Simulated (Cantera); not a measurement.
What does this Cantera script print?

```python
import numpy as np
import cantera as ct

gas_names = """
    CL CL2 H HCL H2 Si SiCL SiCL2 SiCL3 SiCL4 SiH SiHCL3 SiH2 SiH2CL2 SiH3 SiH3CL SiH4 Si2 Si3
""".split()
cond_names = """
    Si(cr) Si(L)
""".split()


# ... load() reads the species with a 1 bar reference pressure and builds the phases ...
atoms = {
    'Si': {'Si': 1},
    'HCl': {'H': 1, 'CL': 1},
}
top_T = {}  # K; cautious upper limits of use, not melting points


# ... equilibrate(T, P, feed) seeds the gas with the atoms and calls Mixture.equilibrate('TP', solver="vcs", rtol=1e-11, max_steps=5000) ...
results = []
feed = {'Si': 1, 'HCl': 7.4}  # mol
T = 1100  # K
P = 133.322  # Pa
mix = equilibrate(T, P, feed)
results.append((T, P, feed, dict(zip(mix.species_names, mix.species_moles))))
print(gas.report(threshold=1e-05))
for i in range(1, mix.n_phases):
    print(f"{mix.phase(i).name:16s} {mix.phase_moles(i):12.5e} mol")
```

Result:

```
       temperature   1100 K
          pressure   133.32 Pa
           density   0.00067651 kg/m^3
  mean mol. weight   46.409 kg/kmol
   phase of matter   gas

                          1 kg             1 kmol
                     ---------------   ---------------
          enthalpy       -2.5449e+06       -1.1811e+08  J
   internal energy        -2.742e+06       -1.2725e+08  J
           entropy              6648        3.0852e+05  J/K
    Gibbs function       -9.8577e+06       -4.5748e+08  J
 heat capacity c_p            928.79             43104  J/K
 heat capacity c_v            749.63             34789  J/K

                      mass frac. Y      mole frac. X     chem. pot. / RT
                     ---------------   ---------------   ---------------
               HCL           0.42167           0.53675            -41.86
                H2          0.013356           0.30745           -25.547
             SiCL2         0.0024203         0.0011347           -69.465
             SiCL3          0.010127          0.003496           -98.551
             SiCL4           0.54873            0.1499           -127.64
            SiHCL3          0.003696         0.0012664           -111.32
     [  +13 minor]        3.2693e-06        2.2896e-06

Si(cr)            0.00000e+00 mol
```

These are equilibrium values from Cantera (NASA tables, ideal gas, pure condensed phases), not measurements of a reactor. The tables' values for SiCl3 are old estimates; treat these amounts as uncertain.
